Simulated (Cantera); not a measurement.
Feed: 1 mol FeS₂, 1.5 mol H₂S, 1.4 mol N₂, at 1550 °C and 1 atm.

These are equilibrium values from Cantera (NASA tables, ideal gas, pure condensed phases), not measurements of a reactor. Candidate condensed phases: Fe, FeS, FeS₂, S; 16 gas species. FeS: taken at fixed stoichiometry. The numbers say what is thermodynamically allowed, not how fast it happens.

Base state: N₂ 0.359, H₂ 0.251, S₂ 0.251, H₂S 0.127, SH 0.0117, S 0.000444, H 0.000216 (mole fractions); condensed: FeS(l).

Problem. What changes in the equilibrium state with this change: temperature from 1550 °C to 1252 °C?

Solution. 
```csv
species,before,after
N₂,0.359,0.378
H₂S,0.127,0.242
S₂,0.251,0.215
H₂,0.251,0.161
SH,0.0117,0.00332
H,0.000216,9.43e-6
S,0.000444,2.49e-5
"FeS(l), mol",1.000,1.00
```
